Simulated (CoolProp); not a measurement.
Vapour-liquid equilibrium of n-hexane (1) + m-xylene (2) at 5.39 kPa; x and y are mole fractions of (1).

Computed with CoolProp (multi-fluid Helmholtz-energy mixture model, Thol 2019 and Zhou 2012; pair parameters Bell 2016).

Problem. Give the bubble temperature and the first vapour's composition at x = 0.65, 0.8, 0.95. Is there an azeotrope?

Solution. x = 0.65: 3.2 °C, y = 0.979; x = 0.8: 0.9 °C, y = 0.987; x = 0.95: -1.3 °C, y = 0.996. No azeotrope shows between x = 0.05 and 0.95.

The pair parameters rest on a limited set of measurements; away from them the model extrapolates.
